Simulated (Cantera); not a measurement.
**Gas-phase reforming**

An isothermal, constant-pressure homogeneous reactor starts with CH4 : H2O = 1 : 4.6 (molar parts), at 1350 K and 5.50 bar.

Computed with Cantera and GRI-Mech 3.0 (53 species, 325 reactions).

| t (s) | x CH4 | x H2O | x CH2CO | x C2H2 | x H2 |
|---|---|---|---|---|---|
| 1.00e-6 | 0.179 | 0.821 | <1e-12 | <1e-12 | 1.22e-8 |
| 2.90e-6 | 0.179 | 0.821 | <1e-12 | <1e-12 | 3.71e-8 |
| 8.42e-6 | 0.179 | 0.821 | <1e-12 | <1e-12 | 1.09e-7 |
| 2.44e-5 | 0.179 | 0.821 | <1e-12 | <1e-12 | 3.20e-7 |
| 7.09e-5 | 0.179 | 0.821 | <1e-12 | <1e-12 | 9.31e-7 |
| 0.000206 | 0.179 | 0.821 | <1e-12 | 3.69e-12 | 2.74e-6 |
| 0.000597 | 0.179 | 0.821 | <1e-12 | 1.76e-10 | 8.19e-6 |
| 0.00173 | 0.179 | 0.821 | <1e-12 | 3.42e-9 | 2.45e-5 |
| 0.00503 | 0.178 | 0.821 | 3.64e-12 | 5.96e-8 | 7.48e-5 |
| 0.0146 | 0.178 | 0.821 | 2.24e-10 | 1.30e-6 | 0.000248 |
| 0.0423 | 0.177 | 0.821 | 1.35e-8 | 3.01e-5 | 0.000943 |
| 0.123 | 0.175 | 0.820 | 3.66e-7 | 0.000421 | 0.00363 |
| 0.356 | 0.168 | 0.815 | 3.04e-6 | 0.00271 | 0.0123 |
| 1.03 | 0.151 | 0.803 | 8.22e-6 | 0.00819 | 0.0337 |
| 3.00 | 0.121 | 0.779 | 1.24e-5 | 0.0139 | 0.0728 |
x: mole fraction; the columns are a selection and need not sum to one.

Equilibrium at this temperature and pressure: CH4 1.68e-5, H2O 0.430, CH2CO 1.66e-11, C2H2 4.21e-12, H2 0.438 (gas phase only).
